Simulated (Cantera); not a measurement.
# Aluminium nitride and oxide growth: Al + N₂

Feed: 1 mol Al, 2.6 mol N₂, at 13.3 mbar.

These are equilibrium values from Cantera (NASA tables, ideal gas, pure condensed phases), not measurements of a reactor. Candidate condensed phases: Al, AlN; 5 gas species. Rates play no part.

From 1425 °C to 1875 °C the condensed part is AlN(s). At 1950 °C nothing is condensed. The main Al-bearing gas is Al throughout.

| T (°C) | x N₂ | x Al | x Al₂ | x N | x AlN | n AlN(s) |
|---|---|---|---|---|---|---|
| 1425 | 1.000 | 1.53e-5 | 6.09e-12 | 4.63e-11 | <1e-12 | 1.000 |
| 1500 | 1.000 | 0.000103 | 1.62e-10 | 1.94e-10 | <1e-12 | 1.000 |
| 1575 | 0.999 | 0.000586 | 3.29e-9 | 7.28e-10 | 4.55e-12 | 0.999 |
| 1650 | 0.997 | 0.00292 | 5.26e-8 | 2.46e-9 | 3.69e-11 | 0.994 |
| 1725 | 0.987 | 0.0129 | 6.86e-7 | 7.54e-9 | 2.55e-10 | 0.972 |
| 1800 | 0.948 | 0.0520 | 7.63e-6 | 2.10e-8 | 1.53e-9 | 0.881 |
| 1875 | 0.797 | 0.203 | 8.18e-5 | 5.10e-8 | 8.10e-9 | 0.386 |
| 1950 | 0.722 | 0.278 | 0.000110 | 1.20e-7 | 1.52e-8 | 0 |
x: gas mole fraction; n: condensed amount in mol.
